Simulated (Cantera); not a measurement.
A closed system holds: 1 mol SiH2Cl2, 16 mol H2O, 6 mol N2, 1.5 mol N2O, at 13.0 Pa.

These are equilibrium values from Cantera (NASA tables, ideal gas, pure condensed phases), not measurements of a reactor. Candidate condensed phases: H2O, NH4Cl, Si, SiO2, Si2N2O, Si3N4; 47 gas species. The tables hold silica as quartz up to 1696 K and as liquid above; real silica turns to tridymite and cristobalite and melts near 1996 K. The numbers say what is thermodynamically allowed, not how fast it happens.

### Question
Which condensed phases are stable at each of these points (T (K)): 700, 850, 1000, 1150, 1300, 1450, 1600, 1750, 1900, 2050?

### Answer
| T (K) | condensed phases | Si condensed (%) |
|---|---|---|
| 700 | SiO2(α-quartz) | 100.0 |
| 850 | SiO2(β-quartz) | 100.0 |
| 1000 | SiO2(β-quartz) | 100.0 |
| 1150 | SiO2(β-quartz) | 100.0 |
| 1300 | SiO2(β-quartz) | 100.0 |
| 1450 | SiO2(β-quartz) | 100.0 |
| 1600 | SiO2(β-quartz) | 100.0 |
| 1750 | SiO2(condensed) | 99.2 |
| 1900 | SiO2(condensed) | 72.7 |
| 2050 | gas only | 0.0 |

At 700 K the condensed part is SiO2(α-quartz). From 850 K to 1600 K the condensed part is SiO2(β-quartz). From 1750 K to 1900 K the condensed part is SiO2(condensed). At 2050 K nothing is condensed.
